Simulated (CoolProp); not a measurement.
Ethane along the isobar 1.37 MPa: fugacity coefficient from the reference equation and from simpler models built on Tc = 305.3 K, pc = 4.872 MPa, ω = 0.099; each cubic takes its own stable root.

Values from CoolProp's reference Helmholtz-energy equation of state, Bücker 2006.

```tsv
T (K)	phase	reference
134.8	liquid	0.001715
153	liquid	0.009495
171.2	liquid	0.03484
189.4	liquid	0.09576
207.7	liquid	0.2142
225.9	liquid	0.4072
244.1	liquid	0.6854
262.4	gas	0.8500
280.6	gas	0.8783
298.8	gas	0.8998
317	gas	0.9167
335.3	gas	0.9302
353.5	gas	0.9411
371.7	gas	0.9500
390	gas	0.9575
408.2	gas	0.9636
```

Task: How far does each simpler model (Redlich-Kwong, Soave-Redlich-Kwong) lie from the reference over these 16 states: mean and median of the absolute difference, and the worst?

Result: 
- Redlich-Kwong: mean 4.6 %, median 0.4 %, worst -25.8 % at 134.8 K and 1.37 MPa
- Soave-Redlich-Kwong: mean 1.0 %, median 0.2 %, worst -5.7 % at 134.8 K and 1.37 MPa
